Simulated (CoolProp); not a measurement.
The numbers come from the reference Helmholtz-energy equation of state, Lemmon 2006 in CoolProp. It is a short technical equation, of lower accuracy than the large ones.

For carbonyl sulfide, give the phase and the Z, Joule-Thomson coefficient (K/MPa), fugacity coefficient at 47.75 °C and 59.6 bar; 142.55 °C and 59.6 bar.


- 47.75 °C and 59.6 bar: liquid; Z 0.143, Joule-Thomson coefficient 0.0801, fugacity coefficient 0.323
- 142.55 °C and 59.6 bar: gas; Z 0.715, Joule-Thomson coefficient 10.3, fugacity coefficient 0.774
